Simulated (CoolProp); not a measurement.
n-heptane along the isotherm 600 K: Z from the reference equation and from simpler models built on Tc = 541.2 K, pc = 2.774 MPa, ω = 0.349; each cubic takes its own stable root.

Values from CoolProp's reference Helmholtz-energy equation of state, Span 2003. It is a short technical equation, of lower accuracy than the large ones.

```tsv
p (MPa)	phase	reference
2.13	gas	0.7906
4.27	supercritical	0.5238
6.4	supercritical	0.4200
8.53	supercritical	0.4739
10.7	supercritical	0.5472
12.8	supercritical	0.6214
14.9	supercritical	0.6962
17.1	supercritical	0.7743
19.2	supercritical	0.8481
21.3	supercritical	0.9213
23.5	supercritical	0.9972
25.6	supercritical	1.069
27.7	supercritical	1.140
```

### Question
How far does each simpler model (Redlich-Kwong, Soave-Redlich-Kwong) lie from the reference over these 13 states: mean and median of the absolute difference, and the worst?

### Answer
- Redlich-Kwong: mean 6.8 %, median 6.7 %, worst +10.0 % at 600 K and 8.53 MPa
- Soave-Redlich-Kwong: mean 10.7 %, median 9.6 %, worst +20.4 % at 600 K and 6.4 MPa
